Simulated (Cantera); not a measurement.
Charge: 1 mol SO2, 0.19 mol O2, equilibrated at 6080 Torr.

Method: chemical equilibrium by Gibbs-energy minimisation in Cantera with the NASA 1993 tables (ideal gas, pure condensed phases). Candidate condensed phases: S; 10 gas species. Kinetics and transport are ignored.

x: gas mole fraction; nothing condenses.

```tsv
T (K)	x SO2	x O2	x SO	x SO3	x O	x S
1625	0.829	0.152	1.69e-6	0.0191	2.66e-6	1.63e-12
1725	0.833	0.154	6.15e-6	0.0129	8.01e-6	1.92e-11
1825	0.835	0.156	1.94e-5	0.00905	2.13e-5	1.74e-10
1925	0.836	0.157	5.44e-5	0.00659	5.12e-5	1.25e-9
2025	0.837	0.158	0.000138	0.00496	0.000113	7.45e-9
2125	0.838	0.158	0.000319	0.00383	0.000231	3.75e-8
2225	0.837	0.158	0.000686	0.00303	0.000443	1.63e-7
2325	0.837	0.159	0.00138	0.00244	0.000803	6.24e-7
2425	0.835	0.159	0.00262	0.00201	0.00139	2.14e-6
2525	0.832	0.160	?	?	?	?
2625	0.826	0.160	?	?	?	?
2725	0.818	0.161	0.0132	0.00120	0.00566	4.88e-5
2825	0.806	0.163	0.0207	0.00103	0.00850	0.000118
2925	0.790	0.165	0.0312	0.000895	0.0124	0.000265
```

Problem. What belongs in the gaps?

Solution. 
- 2525, x SO: 0.00470
- 2525, x SO3: 0.00167
- 2525, x O: 0.00230
- 2525, x S: 6.62e-6
- 2625, x SO: 0.00805
- 2625, x SO3: 0.00141
- 2625, x O: 0.00367
- 2625, x S: 1.87e-5
